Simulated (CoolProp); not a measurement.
CH2F2 (R32) at 311.52 K and 3.82 MPa flows at 0.74 m/s in a round tube of 100 mm bore and 15 µm roughness, fully developed (64/Re and Nu = 3.66 if laminar; Colebrook and Gnielinski if turbulent). Each further row changes one setting.

Values from CoolProp's reference Helmholtz-energy equation of state, Tillner-Roth 1997.

| case | Reynolds number | Darcy friction factor | pressure drop (Pa/m) | heat-transfer coefficient (W/(m² K)) | mass flow (kg/h) |
|---|---|---|---|---|---|
| as stated | 693000 | 0.0145 | 36.3 | 2090 | 19100 |
| velocity 1.48 m/s | 1390000 | [?] | 138 | [?] | 38300 |
| diameter 200 mm | 1390000 | 0.0127 | 15.9 | [?] | [?] |

**Question.** Fill in the missing entries.

**Answer.** 
- velocity 1.48 m/s, Darcy friction factor: 0.0138
- velocity 1.48 m/s, heat-transfer coefficient (W/(m² K)): 4000
- diameter 200 mm, heat-transfer coefficient (W/(m² K)): 1850
- diameter 200 mm, mass flow (kg/h): 76500

Viscosity comes from a separate model (Bell 2016), an estimate that may be off by 10 % or more. Thermal conductivity comes from a separate model (Huber 2003), an estimate that may be off by 10 % or more.
